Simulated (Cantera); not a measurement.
What does this Cantera script print?

```python
import numpy as np
import cantera as ct

gas_names = """
    H HO2 H2 H2O H2O2 O OH O2 O3 Si SiH SiH2 SiH3 SiH4 SiO SiO2 Si2 Si3
""".split()
cond_names = """
    H2O(s) H2O(L) Si(cr) Si(L) SiO2(Lqz) SiO2(hqz) SiO2(L)
""".split()


# ... load() reads the species with a 1 bar reference pressure and builds the phases ...
atoms = {
    'SiH4': {'Si': 1, 'H': 4},
    'H2O': {'H': 2, 'O': 1},
    'H2': {'H': 2},
}
top_T = {}  # K; cautious upper limits of use, not melting points


# ... equilibrate(T, P, feed) seeds the gas with the atoms and calls Mixture.equilibrate('TP', solver="vcs", rtol=1e-11, max_steps=5000) ...
results = []
feed = {'SiH4': 1, 'H2O': 0.32, 'H2': 2.9}  # mol
T = 1648  # K
P = 13332.2  # Pa
mix = equilibrate(T, P, feed)
results.append((T, P, feed, dict(zip(mix.species_names, mix.species_moles))))
print(gas.report(threshold=0.001))
for i in range(1, mix.n_phases):
    print(f"{mix.phase(i).name:16s} {mix.phase_moles(i):12.5e} mol")
```

It prints:

```
       temperature   1648 K
          pressure   13332 Pa
           density   0.0037965 kg/m^3
  mean mol. weight   3.9018 kg/kmol
   phase of matter   gas

                          1 kg             1 kmol
                     ---------------   ---------------
          enthalpy        9.4773e+06        3.6979e+07  J
   internal energy        5.9656e+06        2.3277e+07  J
           entropy             52329        2.0418e+05  J/K
    Gibbs function       -7.6761e+07       -2.9951e+08  J
 heat capacity c_p              8487             33115  J/K
 heat capacity c_v            6356.1             24801  J/K

                      mass frac. Y      mole frac. X     chem. pot. / RT
                     ---------------   ---------------   ---------------
                H2           0.49338           0.95492           -20.942
               SiO           0.50641          0.044822           -41.424
     [  +16 minor]        0.00021039        0.00026312

Si(cr)            7.17484e-01 mol
SiO2(hqz)         3.74739e-02 mol
```

Equilibrium computed with Cantera from the NASA thermochemical tables; the gas is ideal and each condensed phase is pure. Mutual solubility and eutectic melting of coexisting phases are not modelled. The tables hold silica as quartz up to 1696 K and as liquid above; real silica turns to tridymite and cristobalite and melts near 1996 K.
